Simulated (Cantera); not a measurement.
Input: 1 mol NiS, 0.91 mol H₂, 38 mol N₂, held at 1350 K and 0.00280 bar.

Method: chemical equilibrium by Gibbs-energy minimisation in Cantera with the NASA 1993 tables (ideal gas, pure condensed phases). Candidate condensed phases: Ni, NiS, NiS₂, Ni₃S₂, Ni₃S₄, S; 17 gas species. Kinetics and transport are ignored.

Base state: N₂ 0.973, H₂ 0.0226, S₂ 0.00392, H₂S 0.000611, SH 7.87e-5 (mole fractions); condensed: Ni₃S₂(l).

What changes in the equilibrium state with this change: temperature from 1350 K to 1973 K?


```tsv
species	before	after
N₂	0.973	0.937
Ni	2.19e-7	0.0231
H₂	0.0226	0.0201
S₂	0.00392	0.00871
NiS	5.28e-7	0.00160
S	6.97e-6	0.00469
H	6.78e-6	0.00362
SH	7.87e-5	0.000891
H₂S	0.000611	6.32e-5
Ni₃S₂(l), mol	0.333	0
```

What changes in the equilibrium state with this change: temperature from 1350 K to 1250 K?


| species | before | after |
|---|---|---|
| N₂ | 0.973 | 0.973 |
| H₂ | 0.0226 | 0.0222 |
| S₂ | 0.00392 | 0.00369 |
| H₂S | 0.000611 | 0.00111 |
| SH | 7.87e-5 | 4.45e-5 |
| Ni₃S₂(l), mol | 0.333 | 0.333 |
Gases not in the tables: S₃ to S₇.

What changes in the equilibrium state with this change: pressure from 0.00280 bar to 0.000260 bar?


```tsv
species	before	after
N₂	0.973	0.971
H₂	0.0226	0.0230
S₂	0.00392	0.00556
H₂S	0.000611	0.000225
S	6.97e-6	2.72e-5
H	6.78e-6	2.24e-5
SH	7.87e-5	9.45e-5
Ni₃S₂(l), mol	0.333	0.276
Ni(s), mol	0	0.173
```
Metal and sulfide melt together well below either melting point, which pure phases cannot show. Mutual solubility and eutectic melting of coexisting phases are not modelled.
